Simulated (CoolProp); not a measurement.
Vapour-liquid equilibrium of isobutene (1) + n-octane (2) at 63 kPa; x and y are mole fractions of (1).

Model: multi-fluid Helmholtz-energy mixture model, Lemmon 2005 and Beckmüller 2019; pair parameters Bell 2016, in CoolProp.

### Question
Give the bubble temperature and the first vapour's composition at x = 0.15, 0.65, 0.85. Is there an azeotrope?

### Answer
x = 0.15: 309.2 K, y = 0.952; x = 0.65: 265.3 K, y = 0.999; x = 0.85: 258.5 K, y = 1.000. No azeotrope shows between x = 0.05 and 0.95.

The pair parameters rest on a limited set of measurements; away from them the model extrapolates.
